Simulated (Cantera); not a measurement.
A perfectly stirred reactor is fed with H2 : O2 = 0.21 : 1 (molar parts), equivalence ratio 0.10, at 10.00 Torr; it is held at 1050 K, and followed from long to short residence time.

Cantera simulation using the H2/O2 subset of GRI-Mech 3.0, which has no nitrogen chemistry; the numbers are that mechanism's predictions, not measurements. Radical loss at walls, strong at low pressure, is not modelled. The temperature is held fixed by assumption; the heat of reaction is taken as removed at once.

Problem. What does this change do: temperature 1050 to 1300 K?

Solution. 
| quantity | before | after |
|---|---|---|
| x(H2) at τ = 5.80 s | 0.000302 | 0.000192 |
| x(O2) at τ = 5.80 s | 0.809 | 0.808 |
| x(OH) at τ = 5.80 s | 0.000528 | 0.00182 |
| x(H2O2) at τ = 5.80 s | 2.70e-7 | 9.63e-8 |
| x(H2O) at τ = 5.80 s | 0.189 | 0.189 |
| x(H2) at τ = 0.190 s | 0.00239 | 0.00169 |
| x(O2) at τ = 0.190 s | 0.804 | 0.796 |
| x(OH) at τ = 0.190 s | 0.00177 | 0.00552 |
| x(H2O2) at τ = 0.190 s | 4.33e-7 | 2.32e-7 |
| x(H2O) at τ = 0.190 s | 0.185 | 0.182 |
